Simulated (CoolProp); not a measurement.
Properties of nitrogen at several states (Tc = 126.2 K, pc = 3.396 MPa, ω = 0.037).

The numbers come from the reference Helmholtz-energy equation of state, Span 2000 in CoolProp.

```csv
T (K),p (MPa),phase,density (kg/m³),fugacity coefficient
357.7,0.564,gas,5.308,1.001
479.4,0.0161,gas,0.1131,1.000
765.1,4.96,supercritical,21.41,1.020
```
